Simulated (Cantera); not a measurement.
A perfectly stirred reactor is fed with H2 : O2 : N2 = 1 : 1 : 3.76 (molar parts), at 1.01 bar; it is adiabatic with a 650 K inlet, and is followed from long to short residence time, starting on the burning branch (τ in s: 0.21, 0.087, 0.037, 0.015, 0.0065, 0.0027, 0.0011, 0.00048, 0.0002, 8.5e-05).

Detailed kinetics in Cantera: GRI-Mech 3.0 (53 species, 325 reactions).

x: mole fraction; the columns are a selection and need not sum to one.

| τ (s) | T (K) | x H2 | x O2 | x O | x H | x H2O | x NO | x OH |
|---|---|---|---|---|---|---|---|---|
| 0.21 | 1933 | 0.000169 | 0.0944 | 0.000180 | 1.95e-5 | 0.189 | ___ | 0.00200 |
| 0.087 | 1930 | 0.000246 | 0.0943 | 0.000253 | 3.29e-5 | 0.189 | ___ | 0.00236 |
| 0.037 | 1926 | 0.000394 | 0.0942 | 0.000398 | 6.54e-5 | 0.188 | ___ | 0.00293 |
| 0.015 | 1917 | 0.000687 | 0.0940 | 0.000691 | 0.000151 | 0.187 | ___ | 0.00381 |
| 0.0065 | 1905 | 0.00117 | 0.0936 | 0.00118 | 0.000339 | 0.186 | ___ | 0.00488 |
| 0.0027 | 1884 | 0.00204 | 0.0933 | 0.00205 | 0.000794 | 0.184 | ___ | 0.00624 |
| 0.0011 | 1848 | 0.00350 | 0.0929 | 0.00352 | 0.00184 | 0.181 | 1.94e-5 | 0.00776 |
| 0.00048 | 1797 | 0.00558 | 0.0927 | 0.00553 | 0.00382 | 0.176 | 1.83e-5 | 0.00902 |
| 0.00020 | 1718 | 0.00872 | 0.0931 | 0.00826 | 0.00765 | 0.169 | 1.82e-5 | 0.00978 |
| 8.5e-5 | 1612 | 0.0132 | 0.0948 | 0.0109 | 0.0136 | 0.161 | ___ | 0.00957 |

Problem. Some entries are withheld; supply them.

Solution. 
- 0.21, x NO: 0.000128
- 0.087, x NO: 7.72e-5
- 0.037, x NO: 5.41e-5
- 0.015, x NO: 4.02e-5
- 0.0065, x NO: 3.09e-5
- 0.0027, x NO: 2.37e-5
- 8.5e-5, x NO: 1.62e-5
